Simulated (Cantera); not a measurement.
A Cantera script and its output.

```python
import numpy as np
import cantera as ct

gas = ct.Solution("gri30.yaml")
gas.TPX = 1173, 380000, {'CH4': 1, 'O2': 1.54, 'N2': 5.78, 'CO2': 0.64}
reactor = ct.IdealGasConstPressureReactor(gas, energy="on", clone=False)
net = ct.ReactorNet([reactor])
net.rtol, net.atol = 1e-08, 1e-16
show = ['CH4', 'O2', 'CO2', 'HCN', 'H', 'H2O', 'CH2']
times = np.geomspace(5e-06, 0.1, 16)

steps = ct.SolutionArray(gas, extra=["t"])
rows = []
print(f"{'t/s':>10s}{'T/K':>9s}{'P/Pa':>11s}" + "".join(f"{s:>11s}" for s in show))
for t in times:
    while net.time < t:
        t_next = net.step()
        steps.append(gas.state, t=t_next)
    rows.append([np.interp(t, steps.t, y) for y in (steps.T, steps.P, *steps(*show).X.T)])
    print(f"{t:10.3e}{rows[-1][0]:9.1f}{rows[-1][1]:11.4g}" + "".join(f"{x:11.3e}" for x in rows[-1][2:]))
rate = np.gradient(steps.T, steps.t)
print("integrator steps:", len(steps.t))
if steps.T.max() > steps.T[0] + 200:
    print(f"time of steepest temperature rise: {steps.t[rate.argmax()]:.4e} s")
gas.TPX = 1173, 380000, {'CH4': 1, 'O2': 1.54, 'N2': 5.78, 'CO2': 0.64}
gas.equilibrate("HP")
print(f"equilibrium (HP): T = {gas.T:.1f} K  " + "  ".join(f"{s} {gas[s].X[0]:.3e}" for s in show))
```

It prints:

```
       t/s      T/K       P/Pa        CH4         O2        CO2        HCN          H        H2O        CH2
 5.000e-06   1173.0    3.8e+05  1.116e-01  1.719e-01  7.143e-02  2.412e-25  4.042e-12  1.076e-10  8.172e-19
 9.676e-06   1173.0    3.8e+05  1.116e-01  1.719e-01  7.143e-02  9.085e-25  5.167e-12  3.726e-10  3.058e-18
 1.873e-05   1173.0    3.8e+05  1.116e-01  1.719e-01  7.143e-02  3.456e-24  7.481e-12  1.382e-09  1.200e-17
 3.624e-05   1173.0    3.8e+05  1.116e-01  1.719e-01  7.143e-02  1.329e-23  1.250e-11  5.456e-09  4.984e-17
 7.013e-05   1173.0    3.8e+05  1.116e-01  1.719e-01  7.143e-02  5.273e-23  2.443e-11  2.317e-08  2.277e-16
 1.357e-04   1173.0    3.8e+05  1.116e-01  1.719e-01  7.143e-02  2.231e-22  5.707e-11  1.058e-07  1.200e-15
 2.627e-04   1173.0    3.8e+05  1.116e-01  1.719e-01  7.143e-02  1.077e-21  1.606e-10  5.139e-07  7.545e-15
 5.083e-04   1173.0    3.8e+05  1.116e-01  1.719e-01  7.143e-02  6.411e-21  4.673e-10  2.541e-06  4.842e-14
 9.837e-04   1173.0    3.8e+05  1.116e-01  1.719e-01  7.143e-02  3.803e-20  8.840e-10  1.059e-05  1.546e-13
 1.904e-03   1173.2    3.8e+05  1.116e-01  1.718e-01  7.143e-02  1.426e-19  1.193e-09  3.188e-05  2.193e-13
 3.684e-03   1173.5    3.8e+05  1.115e-01  1.718e-01  7.143e-02  4.405e-19  1.860e-09  8.504e-05  3.304e-13
 7.129e-03   1174.5    3.8e+05  1.113e-01  1.717e-01  7.143e-02  1.675e-18  3.916e-09  2.465e-04  6.916e-13
 1.380e-02   1179.0    3.8e+05  1.104e-01  1.710e-01  7.142e-02  1.612e-17  1.483e-08  9.974e-04  3.070e-12
 2.670e-02   2544.4    3.8e+05  2.026e-13  8.843e-04  9.600e-02  5.188e-09  2.412e-03  1.845e-01  6.675e-14
 5.167e-02   2540.3    3.8e+05  2.125e-13  8.362e-04  9.565e-02  9.500e-09  2.383e-03  1.843e-01  6.705e-14
 1.000e-01   2540.3    3.8e+05  2.125e-13  8.361e-04  9.565e-02  9.501e-09  2.383e-03  1.843e-01  6.705e-14
integrator steps: 2495
time of steepest temperature rise: 2.4302e-02 s
equilibrium (HP): T = 2540.3 K  CH4 2.478e-13  O2 8.361e-04  CO2 9.565e-02  HCN 9.501e-09  H 2.383e-03  H2O 1.843e-01  CH2 7.258e-14
```

Detailed kinetics in Cantera: GRI-Mech 3.0 (53 species, 325 reactions).
